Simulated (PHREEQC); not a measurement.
Dissolve 0.11 mol/kgw NaH2PO4, 0.0006 mol/kgw H2SO4 and 0.13 mol/kgw ZnSO4 at 25 °C. Closed to the air; pH follows from the charge balance.

Equilibrium calculation in PHREEQC: ion-association model, wateq4f.dat.

pH: 3.98
ionic strength: 0.377 mol/kgw
activity of water: 0.993
total alkalinity: -1.20 meq/kg

| species | molality | activity | log γ |
|---|---|---|---|
| H2PO4- | 0.109 | 0.0770 | -0.150 |
| Na+ | 0.104 | 0.0746 | -0.145 |
| Zn+2 | 0.0694 | 0.0188 | -0.567 |
| SO4-2 | 0.0484 | 0.0111 | -0.639 |
| ZnSO4 | 0.0450 | 0.0491 | 0.038 |
| Zn(SO4)2-2 | 0.0156 | 0.00444 | -0.545 |
| NaSO4- | 0.00587 | 0.00416 | -0.150 |
| H3PO4 | 0.00110 | 0.00120 | 0.038 |
| HPO4-2 | 0.000190 | 4.53e-5 | -0.624 |
| HSO4- | 0.000167 | 0.000114 | -0.164 |
| H+ | 0.000136 | 0.000106 | -0.111 |
| NaHPO4- | 9.30e-6 | 6.58e-6 | -0.150 |

Precipitation was switched off in this run. Examples of supersaturated solids here: Zn3(PO4)2:4w. Others may be too. H3PO4, which wateq4f.dat lacks, is added to it with the constant of phreeqc.dat. The database has no phosphate complexes of Zn.
